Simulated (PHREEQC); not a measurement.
Solution (30 °C): 4.6 mmol/kgw FeSO4, 29 mmol/kgw H3AsO4 and 18 mmol/kgw Na2SO4. Closed to the air; pH follows from the charge balance.

Model: ion-association model, wateq4f.dat, run in PHREEQC.

```
quantity                         before    after
------------------------------  -------  -------
pH                                 2.17     6.26
ionic strength (mol/kgw)         0.0663   0.0618
SO4-2 (mol/kgw)                  0.0143   0.0192
HSO4- (mol/kgw)                 0.00555  6.13e-7
Fe+2 (mol/kgw)                  0.00298  0.00267
FeSO4 (mol/kgw)                 0.00154  0.00193
SI of Melanterite (FeSO4:7H2O)    -2.95    -2.85
```

### Question
What was changed between the two runs?
A. Na2SO4 left out
B. H3AsO4 from 0.029 to 0.0058 mol/kgw
C. H3AsO4 left out
D. H3AsO4 from 0.029 to 0.0435 mol/kgw
E. FeSO4 from 0.0046 to 0.0092 mol/kgw

### Answer
C, H3AsO4 left out

Precipitation was switched off in this run.
